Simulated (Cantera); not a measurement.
Input: 1 mol Fe2O3, 2 mol HCl, 1.5 mol O2, equilibrated at 1025 °C and 1.00 bar.

These are equilibrium values from Cantera (NASA tables, ideal gas, pure condensed phases), not measurements of a reactor. Candidate condensed phases: Fe, FeCl2, FeCl3, FeO, Fe(OH)2, Fe(OH)3, Fe2O3, Fe3O4, H2O; 22 gas species. Equilibrium is a limit: real reactors are often held back by kinetics, nucleation or transport.

Base state: HCl 0.411, O2 0.407, H2O 0.0920, Cl2 0.0769, FeCl3 0.00759, Cl 0.00338, FeCl2 0.00205, ClO 7.12e-5 (mole fractions); condensed: Fe2O3(s).

### Question
What changes in the equilibrium state with this change: Fe2O3 replaced by Si?

### Answer
```json
[
 {"species": "HCl", "before": "0.411", "after": "0.633"},
 {"species": "O2", "before": "0.407", "after": "0.158"},
 {"species": "H2O", "before": "0.0920", "after": "0.103"},
 {"species": "Cl2", "before": "0.0769", "after": "0.101"},
 {"species": "FeCl3", "before": "0.00759", "after": "0"},
 {"species": "FeCl2", "before": "0.00205", "after": "0"},
 {"species": "ClO", "before": "7.12e-5", "after": "5.10e-5"},
 {"species": "OH", "before": "1.16e-5", "after": "9.73e-6"},
 {"species": "Cl", "before": "0.00338", "after": "0.00388"},
 {"species": "HOCl", "before": "6.77e-5", "after": "6.51e-5"},
 {"species": "Fe2O3(s), mol", "before": "0.984", "after": "0"},
 {"species": "SiO2(β-quartz), mol", "before": "0", "after": "1.00"}
]
```
The tables hold silica as quartz up to 1696 K and as liquid above; real silica turns to tridymite and cristobalite and melts near 1996 K. Gases not in the tables: Si(OH)4. Further candidate phases: Si, SiO2.

### Question
What changes in the equilibrium state with this change: HCl from 2 to 0.044 mol?

### Answer
```tsv
species	before	after
O2	0.407	0.971
HCl	0.411	0.0185
H2O	0.0920	0.00501
Cl2	0.0769	0.00444
FeCl2	0.00205	6.18e-5
FeCl3	0.00759	5.50e-5
HOCl	6.77e-5	4.72e-6
Cl	0.00338	0.000813
Fe2O3(s), mol	0.984	1.000
```

### Question
What changes in the equilibrium state with this change: temperature from 1025 °C to 1050 °C?

### Answer
| species | before | after |
|---|---|---|
| HCl | 0.411 | 0.413 |
| O2 | 0.407 | 0.409 |
| H2O | 0.0920 | 0.0900 |
| Cl2 | 0.0769 | 0.0719 |
| FeCl3 | 0.00759 | 0.00873 |
| FeCl2 | 0.00205 | 0.00296 |
| OH | 1.16e-5 | 1.53e-5 |
| Cl | 0.00338 | 0.00407 |
| Fe2O3(s), mol | 0.984 | 0.980 |
